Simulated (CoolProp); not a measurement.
Vapour-liquid equilibrium of CHF3 (R23) (1) + R227EA (2) at -84.15 °C; x and y are mole fractions of (1).

Computed with CoolProp (multi-fluid Helmholtz-energy mixture model, Penoncello 2003 and Lemmon 2016; pair parameters Bell 2016).

```json
[
 {"x": "0.05", "bubble pressure, mixture model (MPa)": "0.006840", "bubble pressure, Raoult's law (MPa)": "0.005830", "y, mixture model": "0.800", "y, Raoult's law": "0.767"},
 {"x": "0.125", "bubble pressure, mixture model (MPa)": "0.01547", "bubble pressure, Raoult's law (MPa)": "0.01243", "y, mixture model": "0.918", "y, Raoult's law": "0.899"},
 {"x": "0.2", "bubble pressure, mixture model (MPa)": "0.02418", "bubble pressure, Raoult's law (MPa)": "0.01903", "y, mixture model": "0.952", "y, Raoult's law": "0.940"},
 {"x": "0.275", "bubble pressure, mixture model (MPa)": "0.03254", "bubble pressure, Raoult's law (MPa)": "0.02563", "y, mixture model": "0.967", "y, Raoult's law": "0.960"},
 {"x": "0.35", "bubble pressure, mixture model (MPa)": "0.04023", "bubble pressure, Raoult's law (MPa)": "0.03223", "y, mixture model": "0.976", "y, Raoult's law": "0.971"},
 {"x": "0.425", "bubble pressure, mixture model (MPa)": "0.04716", "bubble pressure, Raoult's law (MPa)": "0.03883", "y, mixture model": "0.981", "y, Raoult's law": "0.979"},
 {"x": "0.5", "bubble pressure, mixture model (MPa)": "0.05335", "bubble pressure, Raoult's law (MPa)": "0.04543", "y, mixture model": "0.985", "y, Raoult's law": "0.984"},
 {"x": "0.575", "bubble pressure, mixture model (MPa)": "0.05891", "bubble pressure, Raoult's law (MPa)": "0.05203", "y, mixture model": "0.988", "y, Raoult's law": "0.988"},
 {"x": "0.65", "bubble pressure, mixture model (MPa)": "0.06406", "bubble pressure, Raoult's law (MPa)": "0.05863", "y, mixture model": "0.990", "y, Raoult's law": "0.991"},
 {"x": "0.725", "bubble pressure, mixture model (MPa)": "0.06900", "bubble pressure, Raoult's law (MPa)": "0.06523", "y, mixture model": "0.992", "y, Raoult's law": "0.994"},
 {"x": "0.8", "bubble pressure, mixture model (MPa)": "0.07400", "bubble pressure, Raoult's law (MPa)": "0.07183", "y, mixture model": "0.994", "y, Raoult's law": "0.996"},
 {"x": "0.875", "bubble pressure, mixture model (MPa)": "0.07929", "bubble pressure, Raoult's law (MPa)": "0.07843", "y, mixture model": "0.996", "y, Raoult's law": "0.998"},
 {"x": "0.95", "bubble pressure, mixture model (MPa)": "0.08512", "bubble pressure, Raoult's law (MPa)": "0.08503", "y, mixture model": "0.998", "y, Raoult's law": "0.999"}
]
```

The largest gap from Raoult's law is +27.1 % in bubble pressure, at x = 0.2. No azeotrope shows between x = 0.05 and 0.95.

The pair parameters rest on a limited set of measurements; away from them the model extrapolates.
